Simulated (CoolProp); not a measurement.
R1234ze(E) along the isobar 12.7 MPa: fugacity coefficient from the reference equation and from simpler models built on Tc = 109.4 °C, pc = 3.635 MPa, ω = 0.313; each cubic takes its own stable root.

Values from CoolProp's reference Helmholtz-energy equation of state, Thol 2016.

```csv
T (°C),phase,reference
-53.95,liquid,0.002263
-49.15,liquid,0.002993
-44.35,liquid,0.003901
-39.55,liquid,0.005016
-34.85,liquid,0.006336
-30.05,liquid,0.007949
-25.25,liquid,0.009862
-20.45,liquid,0.01211
-15.65,liquid,0.01472
-10.95,liquid,0.01766
-6.15,liquid,0.02109
-1.35,liquid,0.02498
3.45,liquid,0.02937
8.25,liquid,0.03427
13.05,liquid,0.03971
17.75,liquid,0.04558
```

Problem. How far does each simpler model (van der Waals, Soave-Redlich-Kwong) lie from the reference over these 16 states: mean and median of the absolute difference, and the worst?

Solution. 
- van der Waals: mean 731.9 %, median 566.3 %, worst +1865.1 % at -53.95 °C and 12.7 MPa
- Soave-Redlich-Kwong: mean 5.5 %, median 5.4 %, worst +6.8 % at 17.75 °C and 12.7 MPa
